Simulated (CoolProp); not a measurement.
Computed with CoolProp (reference Helmholtz-energy equation of state, Bücker 2006).

### Question
Give the vapour pressure (kPa), liquid density (kg/m³), liquid cp (kJ/(kg K)), surface tension (mN/m) of saturated n-butane at 214.9, 270.2 K.

### Answer
| T (K) | p (kPa) | liquid density (kg/m³) | liquid cp (kJ/(kg K)) | surface tension (mN/m) |
|---|---|---|---|---|
| 214.9 | 5.63 | 660 | 2.10 | 21.9 |
| 270.2 | 92.2 | 604 | 2.30 | 15.2 |

Surface tension comes from a separate correlation (Mulero 2012).
